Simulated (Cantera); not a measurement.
Mixture: CH4 : O2 : N2 = 1 : 3.64 : 13.7 (molar parts), equivalence ratio 0.55, at 0.810 bar, adiabatic and at constant volume. Ignition delay is the time to a rise of 400 K.

Detailed kinetics in Cantera: GRI-Mech 3.0 (53 species, 325 reactions).

What does this change do: 1.2 parts H2O added?


```
quantity                                                before       after
--------------------------------------------------  ----------  ----------
delay at 1125 K                                        0.121 s     0.135 s
delay at 1325 K                                        7.18 ms     8.37 ms
delay at 1525 K                                       0.872 ms    0.950 ms
delay at 1725 K                                       0.198 ms    0.197 ms
apparent activation energy between 1625 and 1825 K  160 kJ/mol  170 kJ/mol
```

What does this change do: O2 3.64 to 1.8 parts?


| quantity | before | after |
|---|---|---|
| delay at 1125 K | 0.121 s | 0.346 s |
| delay at 1325 K | 7.18 ms | 20.1 ms |
| delay at 1525 K | 0.872 ms | 1.92 ms |
| delay at 1725 K | 0.198 ms | 0.342 ms |
| apparent activation energy between 1625 and 1825 K | 160 kJ/mol | 180 kJ/mol |
